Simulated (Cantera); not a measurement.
A Cantera script and its output.

```python
import numpy as np
import cantera as ct

gas = ct.Solution("gri30.yaml")


def delay(T, t_max=10):
    gas.TPX = T, 100000, {'CO': 1, 'H2': 0.042, 'O2': 0.306, 'N2': 1.65, 'CO2': 0.28}
    reactor = ct.IdealGasConstPressureReactor(gas, clone=False)
    net = ct.ReactorNet([reactor])
    net.rtol, net.atol = 1e-8, 1e-16
    while net.time < t_max:
        t_old, T_old = net.time, reactor.T
        net.step()
        if reactor.T > T + 400:  # ignition: a rise of 400 K
            return t_old + (T + 400 - T_old) / (reactor.T - T_old) * (net.time - t_old)
    return np.nan


taus = []
for T in [1225, 1300, 1375, 1450, 1525]:
    taus.append(delay(T))
    print(f"T0 = {T:6g} K   tau = {taus[-1]:.4e} s")

# d ln(tau) / d ln(k), from doubling and halving each rate constant
T, sens = 1300, []
for i in range(gas.n_reactions):
    gas.set_multiplier(2.0, i)
    up = delay(T)
    gas.set_multiplier(0.5, i)
    down = delay(T)
    gas.set_multiplier(1.0, i)
    sens.append((np.log(up / down) / np.log(4.0), gas.reaction(i).equation))
sens.sort(key=lambda x: -abs(x[0]))
print(f"sensitivities at {T} K")
for s, eq in sens[:10]:
    print(f"{s:8.3f}  {eq}")
```

Output:

```
T0 =   1225 K   tau = 2.1545e-04 s
T0 =   1300 K   tau = 1.7769e-04 s
T0 =   1375 K   tau = 1.5888e-04 s
T0 =   1450 K   tau = 1.5096e-04 s
T0 =   1525 K   tau = 1.4997e-04 s
sensitivities at 1300 K
  -0.267  H + O2 <=> O + OH
  -0.219  H2 + O <=> H + OH
  -0.208  CO + OH <=> CO2 + H
  -0.111  CO + O (+M) <=> CO2 (+M)
  -0.067  H + O2 + M <=> HO2 + M
  -0.043  H + O2 + N2 <=> HO2 + N2
  -0.035  CO + O2 <=> CO2 + O
   0.015  H2 + OH <=> H + H2O
  -0.013  H + HO2 <=> 2 OH
  -0.011  HCO + M <=> CO + H + M
```

Model: GRI-Mech 3.0 (53 species, 325 reactions), integrated in Cantera. Where the delays flatten at high temperature, the 400 K rule measures the pace of heat release, not the induction time.
